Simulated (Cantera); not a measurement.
Feed: 1 mol PbO, 640 mol H2, 0.39 mol N2, equilibrated at 1250 °C and 15.0 Pa.

These are equilibrium values from Cantera (NASA tables, ideal gas, pure condensed phases), not measurements of a reactor. Candidate condensed phases: H2O, Pb, PbO, PbO2, Pb3O4; 27 gas species. The numbers say what is thermodynamically allowed, not how fast it happens.

Base state: H2 0.994, H 0.00189, Pb 0.00156, H2O 0.00156, N2 0.000607 (mole fractions); condensed: gas only.

Question: What changes in the equilibrium state with this change: temperature from 1250 °C to 925 °C?

Answer: 
```tsv
species	before	after
H2	0.994	0.996
H2O	0.00156	0.00156
Pb	0.00156	0.00156
H	0.00189	1.55e-5
N2	0.000607	0.000608
```

Question: What changes in the equilibrium state with this change: temperature from 1250 °C to 1877 °C?

Answer: 
| species | before | after |
|---|---|---|
| H2 | 0.994 | 0.707 |
| H | 0.00189 | 0.290 |
| Pb | 0.00156 | 0.00133 |
| H2O | 0.00156 | 0.00125 |
| O | <1e-9 | 1.90e-5 |
| OH | 9.11e-8 | 6.60e-5 |
| N2 | 0.000607 | 0.000520 |
